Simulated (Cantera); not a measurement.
**Thermodynamics of carbothermic reduction, feed SiO2 + CO + N2**

Feed: 1 mol SiO2, 6.2 mol CO, 2.3 mol N2, held at 1573.15 K and 15.8 Torr.

Method: chemical equilibrium by Gibbs-energy minimisation in Cantera with the NASA 1993 tables (ideal gas, pure condensed phases). Candidate condensed phases: C, Si, SiC, SiO2, Si2N2O, Si3N4; 34 gas species. The tables hold silica as quartz up to 1696 K and as liquid above; real silica turns to tridymite and cristobalite and melts near 1996 K. Kinetics and transport are ignored.

```
Property                                    Value
--------------------------------------  ---------
x(CO)                                       0.729
x(N2)                                       0.270
x(CO2)                                   0.000393
x(SiO)                                   0.000393
n(SiO2(β-quartz))                       0.997 mol
gas amount                              8.503 mol
log10 activity of C(graphite) (absent)      -1.99
log10 activity of Si(s) (absent)            -4.70
```
